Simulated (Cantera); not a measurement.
Input (Python, Cantera):

```python
import numpy as np
import cantera as ct

gas = ct.Solution("gri30.yaml")
gas.TPX = 1225, 101325, {'CO': 0.0047, 'O2': 0.01, 'H2O': 0.0094, 'N2': 1}
reactor = ct.IdealGasConstPressureReactor(gas, energy="off", clone=False)
net = ct.ReactorNet([reactor])
net.rtol, net.atol = 1e-08, 1e-18
show = ['CO', 'O2', 'H2O', 'N2O', 'H2', 'NO', 'H']
times = np.geomspace(6e-06, 5, 9)

steps = ct.SolutionArray(gas, extra=["t"])
rows = []
print(f"{'t/s':>10s}{'T/K':>9s}{'P/Pa':>11s}" + "".join(f"{s:>11s}" for s in show))
for t in times:
    while net.time < t:
        t_next = net.step()
        steps.append(gas.state, t=t_next)
    rows.append([np.interp(t, steps.t, y) for y in (steps.T, steps.P, *steps(*show).X.T)])
    print(f"{t:10.3e}{rows[-1][0]:9.1f}{rows[-1][1]:11.4g}" + "".join(f"{x:11.3e}" for x in rows[-1][2:]))
rate = np.gradient(steps.T, steps.t)
print("integrator steps:", len(steps.t))
if steps.T.max() > steps.T[0] + 200:
    print(f"time of steepest temperature rise: {steps.t[rate.argmax()]:.4e} s")
gas.TPX = 1225, 101325, {'CO': 0.0047, 'O2': 0.01, 'H2O': 0.0094, 'N2': 1}
gas.equilibrate("TP")
print(f"equilibrium (TP): T = {gas.T:.1f} K  " + "  ".join(f"{s} {gas[s].X[0]:.3e}" for s in show))
```

Result:

```
       t/s      T/K       P/Pa         CO         O2        H2O        N2O         H2         NO          H
 6.000e-06   1225.0  1.013e+05  4.589e-03  9.765e-03  9.179e-03  4.890e-17  8.002e-17  2.375e-21  2.053e-14
 3.298e-05   1225.0  1.013e+05  4.589e-03  9.765e-03  9.179e-03  1.016e-15  2.042e-14  9.264e-20  1.022e-12
 1.813e-04   1225.0  1.013e+05  4.589e-03  9.765e-03  9.179e-03  2.697e-14  5.566e-12  3.339e-18  4.799e-11
 9.965e-04   1225.0  1.013e+05  4.589e-03  9.765e-03  9.179e-03  1.673e-12  1.427e-09  2.248e-16  2.781e-09
 5.477e-03   1225.0  1.013e+05  3.245e-03  9.066e-03  9.000e-03  1.000e-07  9.306e-05  1.935e-08  9.203e-05
 3.011e-02   1225.0  1.013e+05  1.469e-04  7.553e-03  9.179e-03  3.874e-07  7.267e-06  9.685e-08  1.717e-06
 1.655e-01   1225.0  1.013e+05  4.082e-06  7.488e-03  9.197e-03  4.336e-07  2.373e-07  1.009e-07  1.261e-08
 9.096e-01   1225.0  1.013e+05  5.739e-08  7.487e-03  9.199e-03  3.157e-07  1.198e-08  1.029e-07  1.748e-10
 5.000e+00   1225.0  1.013e+05  2.336e-09  7.487e-03  9.200e-03  4.782e-08  3.001e-09  1.034e-07  2.316e-11
integrator steps: 1460
equilibrium (TP): T = 1225.0 K  CO 1.653e-09  O2 7.462e-03  H2O 9.200e-03  N2O 3.856e-09  H2 2.252e-09  NO 4.980e-05  H 1.479e-11
```

Model: GRI-Mech 3.0 (53 species, 325 reactions), integrated in Cantera.
